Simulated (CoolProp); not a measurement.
Vapour-liquid equilibrium of nitrogen (1) + methane (2) at 108.5 K; x and y are mole fractions of (1).

Values from CoolProp's multi-fluid Helmholtz-energy mixture model, Span 2000 and Setzmann 1991; pair parameters Kunz 2012.

**Question.** Give the bubble pressure and the first vapour's composition at x = 0.35, 0.8, 0.95. Is there an azeotrope?

**Answer.** x = 0.35: 623.4 kPa, y = 0.890; x = 0.8: 1081 kPa, y = 0.964; x = 0.95: 1268 kPa, y = 0.990. No azeotrope shows between x = 0.05 and 0.95.

Pair parameters are fitted to limited data, so mixtures are less certain than the pure fluids. The gap from Raoult's law changes sign with composition, which may be real or a fault of the pair parameters; it wasn't checked against measurements.
